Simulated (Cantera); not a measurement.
Thermodynamics of fluorocarbon and chlorocarbon gases, feed CHF₃

A closed system holds: 1 mol CHF₃, at 2.50 mbar.

These are equilibrium values from Cantera (NASA tables, ideal gas, pure condensed phases), not measurements of a reactor. Candidate condensed phases: C, C₆H₆, C₇H₈, C₈H₁₈; 95 gas species. Gases not in the tables: C₂F₆ and larger saturated fluorocarbons. Equilibrium is a limit: real reactors are often held back by kinetics, nucleation or transport.

From 1448 K to 1998 K the condensed part is C(graphite). The main C-bearing gas is CF₄ throughout.

```csv
T (K),x HF,x CF₄,x CF₂,x F,n C(graphite)
1448,0.667,0.333,0.000221,5.39e-5,0.500
1498,0.666,0.333,0.000479,0.000130,0.500
1548,0.666,0.332,0.000986,0.000294,0.499
1598,0.666,0.332,0.00194,0.000635,0.499
1648,0.665,0.330,0.00365,0.00131,0.498
1698,0.663,0.327,0.00661,0.00258,0.496
1748,0.660,0.323,0.0115,0.00488,0.493
1798,0.656,0.315,0.0194,0.00889,0.488
1848,0.648,0.303,0.0313,0.0156,0.481
1898,0.637,0.285,0.0489,0.0265,0.471
1948,0.620,0.260,0.0731,0.0434,0.457
1998,0.597,0.226,0.104,0.0684,0.439
```
x: gas mole fraction; n: condensed amount in mol.
